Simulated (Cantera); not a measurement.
Charge: 1 mol Ca(OH)2, 0.037 mol C, 2.7 mol H2, equilibrated at 10.0 Torr.

Method: chemical equilibrium by Gibbs-energy minimisation in Cantera with the NASA 1993 tables (ideal gas, pure condensed phases). Candidate condensed phases: C, C6H6, C7H8, C8H18, Ca, CaCO3, CaO, Ca(OH)2, H2O; 115 gas species. Equilibrium is a limit: real reactors are often held back by kinetics, nucleation or transport. All values below are at 1398 K.

Base state: H2 0.734, H2O 0.256, CO 0.00852, CO2 0.00138, H 3.51e-5 (mole fractions); condensed: CaO(s).

Q: What changes in the equilibrium state with this change: H2 from 2.7 to 4.8 mol?

A: 
```json
[
 {"species": "H2", "before": "0.734", "after": "0.829"},
 {"species": "H2O", "before": "0.256", "after": "0.164"},
 {"species": "CO", "before": "0.00852", "after": "0.00581"},
 {"species": "CO2", "before": "0.00138", "after": "0.000532"},
 {"species": "H", "before": "3.51e-5", "after": "3.73e-5"},
 {"species": "CaO(s), mol", "before": "1.00", "after": "1.00"}
]
```
